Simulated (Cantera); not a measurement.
What does this Cantera script print?

```python
import numpy as np
import cantera as ct

gas = ct.Solution("gri30.yaml")
gas.TPX = 725, 38000, {'CO': 1, 'H2': 0.11, 'CH4': 0.24, 'O2': 1.04, 'N2': 12.4}
inlet = ct.Reservoir(gas, clone=True)
gas.equilibrate("HP")  # start burning
reactor = ct.IdealGasConstPressureReactor(gas, energy="on", clone=False)
exhaust = ct.Reservoir(gas, clone=True)
tau = [0.023, 0.011, 0.0055, 0.0027, 0.0013, 0.00064, 0.00031, 0.00015, 7.5e-05][0]
for a, b in ((inlet, reactor), (reactor, exhaust)):
    ct.MassFlowController(a, b, mdot=lambda t: reactor.mass / tau)
net = ct.ReactorNet([reactor])
show = ['CO', 'H2', 'CH4', 'H2O', 'O', 'CO2']

rows = []
print(f"{'tau/s':>10s}{'T/K':>9s}" + "".join(f"{s:>11s}" for s in show))
for tau in [0.023, 0.011, 0.0055, 0.0027, 0.0013, 0.00064, 0.00031, 0.00015, 7.5e-05]:
    net.initial_time = 0.0
    net.advance(30 * tau)
    before = gas.X
    net.advance(40 * tau)
    drift = np.max(np.abs(gas.X - before) / (gas.X + 1e-9))
    rows.append([gas.T, *gas[show].X, drift])
    print(f"{tau:10.3e}{gas.T:9.1f}" + "".join(f"{x:11.3e}" for x in gas[show].X))
```

It prints:

```
     tau/s      T/K         CO         H2        CH4        H2O          O        CO2
 2.300e-02   1533.7  1.532e-02  2.548e-03  1.395e-05  3.630e-02  1.292e-03  7.072e-02
 1.100e-02   1492.2  1.810e-02  2.990e-03  2.429e-05  3.500e-02  1.801e-03  6.768e-02
 5.500e-03   1444.9  2.135e-02  3.370e-03  4.371e-05  3.367e-02  2.347e-03  6.413e-02
 2.700e-03   1384.9  2.633e-02  3.676e-03  8.988e-05  3.241e-02  2.848e-03  5.875e-02
 1.300e-03   1299.7  3.634e-02  3.999e-03  2.521e-04  3.167e-02  2.822e-03  4.812e-02
 6.400e-04    725.0  6.761e-02  7.437e-03  1.623e-02  7.342e-14  3.651e-14  2.659e-13
 3.100e-04    725.0  6.761e-02  7.437e-03  1.623e-02  3.060e-14  3.016e-14  1.229e-13
 1.500e-04    725.0  6.761e-02  7.437e-03  1.623e-02  1.059e-14  2.220e-14  5.508e-14
 7.500e-05    725.0  6.761e-02  7.437e-03  1.623e-02  3.319e-15  1.471e-14  2.545e-14
```

Computed with Cantera and GRI-Mech 3.0 (53 species, 325 reactions).
